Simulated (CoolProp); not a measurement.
Vapour-liquid equilibrium of o-xylene (1) + n-undecane (2) at 32.5 kPa; x and y are mole fractions of (1).

Model: multi-fluid Helmholtz-energy mixture model, Zhou 2012 and Aleksandrov 2011; pair parameters Bell 2016, in CoolProp.

| x | bubble temperature (K) | y at the bubble point | dew temperature at overall composition x (K) | liquid density (mol/L) |
|---|---|---|---|---|
| 0.05 | 423.3 | 0.165 | 426.3 | 4.185 |
| 0.125 | 417.4 | 0.361 | 424.4 | 4.372 |
| 0.2 | 412.1 | 0.510 | 422.3 | 4.568 |
| 0.275 | 407.3 | 0.623 | 420.1 | 4.774 |
| 0.35 | 403.0 | 0.710 | 417.8 | 4.990 |
| 0.425 | 399.1 | 0.777 | 415.2 | 5.218 |
| 0.5 | 395.6 | 0.829 | 412.5 | 5.460 |
| 0.575 | 392.5 | 0.871 | 409.4 | 5.717 |
| 0.65 | 389.7 | 0.904 | 406.0 | 5.992 |
| 0.725 | 387.1 | 0.932 | 402.1 | 6.287 |
| 0.8 | 384.7 | 0.955 | 397.6 | 6.605 |
| 0.875 | 382.5 | 0.974 | 392.2 | 6.948 |
| 0.95 | 380.5 | 0.990 | 385.2 | 7.320 |

No azeotrope shows between x = 0.05 and 0.95.

Pair parameters are fitted to limited data, so mixtures are less certain than the pure fluids.
